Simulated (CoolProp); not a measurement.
Vapour-liquid equilibrium of CH2F2 (R32) (1) + 1-butene (2) at 17.45 °C; x and y are mole fractions of (1).

The numbers come from the multi-fluid Helmholtz-energy mixture model, Tillner-Roth 1997 and Lemmon 2005; pair parameters Bell 2016 in CoolProp.

```json
[
 {"x": "0.05", "bubble pressure (kPa)": "543.7", "y at the bubble point": "0.554", "dew pressure at overall composition x (kPa)": "247.8", "liquid density (mol/L)": "10.84"},
 {"x": "0.125", "bubble pressure (kPa)": "884.2", "y at the bubble point": "0.722", "dew pressure at overall composition x (kPa)": "270.1", "liquid density (mol/L)": "11.13"},
 {"x": "0.2", "bubble pressure (kPa)": "1102", "y at the bubble point": "0.776", "dew pressure at overall composition x (kPa)": "296.6", "liquid density (mol/L)": "11.44"},
 {"x": "0.275", "bubble pressure (kPa)": "1229", "y at the bubble point": "0.801", "dew pressure at overall composition x (kPa)": "328.6", "liquid density (mol/L)": "11.77"},
 {"x": "0.35", "bubble pressure (kPa)": "1297", "y at the bubble point": "0.813", "dew pressure at overall composition x (kPa)": "368.1", "liquid density (mol/L)": "12.12"},
 {"x": "0.425", "bubble pressure (kPa)": "1331", "y at the bubble point": "0.820", "dew pressure at overall composition x (kPa)": "417.9", "liquid density (mol/L)": "12.51"},
 {"x": "0.5", "bubble pressure (kPa)": "1349", "y at the bubble point": "0.824", "dew pressure at overall composition x (kPa)": "483.0", "liquid density (mol/L)": "12.95"},
 {"x": "0.575", "bubble pressure (kPa)": "1362", "y at the bubble point": "0.827", "dew pressure at overall composition x (kPa)": "571.4", "liquid density (mol/L)": "13.46"},
 {"x": "0.65", "bubble pressure (kPa)": "1375", "y at the bubble point": "0.832", "dew pressure at overall composition x (kPa)": "698.6", "liquid density (mol/L)": "14.06"},
 {"x": "0.725", "bubble pressure (kPa)": "1390", "y at the bubble point": "0.840", "dew pressure at overall composition x (kPa)": "895.5", "liquid density (mol/L)": "14.79"},
 {"x": "0.8", "bubble pressure (kPa)": "1407", "y at the bubble point": "0.855", "dew pressure at overall composition x (kPa)": "1224", "liquid density (mol/L)": "15.67"},
 {"x": "0.875", "bubble pressure (kPa)": "1420", "y at the bubble point": "0.883", "dew pressure at overall composition x (kPa)": "1418", "liquid density (mol/L)": "16.74"},
 {"x": "0.95", "bubble pressure (kPa)": "1410", "y at the bubble point": "0.937", "dew pressure at overall composition x (kPa)": "1404", "liquid density (mol/L)": "18.04"}
]
```

y crosses x between x = 0.875 and 0.95: the model has an azeotrope there.

The pair parameters rest on a limited set of measurements; away from them the model extrapolates. With so large a gap from Raoult's law the liquid may split in two, which this calculation doesn't test in full.
